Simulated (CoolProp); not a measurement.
Model: reference Helmholtz-energy equation of state, Schroeder 2014, in CoolProp.

Task: For ethanol, give the phase and the cp (kJ/(kg K)), cv (kJ/(kg K)), conductivity (mW/(m K)) at 614.8 K and 0.0744 MPa.

Result: 
- 614.8 K and 0.0744 MPa: gas; cp 2.39, cv 2.21, conductivity 52.8

Thermal conductivity comes from a separate model (Assael 2013).
